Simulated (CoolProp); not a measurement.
A simple Rankine cycle with R141b: condensing at 289.15 K, boiler at 0.775 MPa, turbine inlet 394.3 K, turbine efficiency 0.7, pump efficiency 0.7, no recuperator. Each further row changes one setting.

Computed with CoolProp (reference Helmholtz-energy equation of state, Lemmon 2006). It is a short technical equation, of lower accuracy than the large ones.

```json
[
 {"case": "as stated", "thermal efficiency (%)": "13.8", "net work (kJ/kg)": "42.2", "heat in (kJ/kg)": "305", "turbine exit temperature (K)": "330.1", "volume ratio over the turbine": "13.2"},
 {"case": "turbine inlet 414.3 K", "thermal efficiency (%)": "[?]", "net work (kJ/kg)": "45.2", "heat in (kJ/kg)": "[?]", "turbine exit temperature (K)": "350.4", "volume ratio over the turbine": "13.0"},
 {"case": "condensing temperature 281.15 K", "thermal efficiency (%)": "15.0", "net work (kJ/kg)": "47.0", "heat in (kJ/kg)": "[?]", "turbine exit temperature (K)": "[?]", "volume ratio over the turbine": "18.1"},
 {"case": "boiler pressure 0.542 MPa", "thermal efficiency (%)": "12.3", "net work (kJ/kg)": "38.0", "heat in (kJ/kg)": "[?]", "turbine exit temperature (K)": "[?]", "volume ratio over the turbine": "9.09"},
 {"case": "turbine efficiency 0.6", "thermal efficiency (%)": "11.8", "net work (kJ/kg)": "36.0", "heat in (kJ/kg)": "305", "turbine exit temperature (K)": "[?]", "volume ratio over the turbine": "[?]"}
]
```

Problem. Fill in the missing entries.

Solution. 
- turbine inlet 414.3 K, thermal efficiency (%): 13.9
- turbine inlet 414.3 K, heat in (kJ/kg): 325
- condensing temperature 281.15 K, heat in (kJ/kg): 314
- condensing temperature 281.15 K, turbine exit temperature (K): 323.6
- boiler pressure 0.542 MPa, heat in (kJ/kg): 309
- boiler pressure 0.542 MPa, turbine exit temperature (K): 340.6
- turbine efficiency 0.6, turbine exit temperature (K): 337.6
- turbine efficiency 0.6, volume ratio over the turbine: 13.5
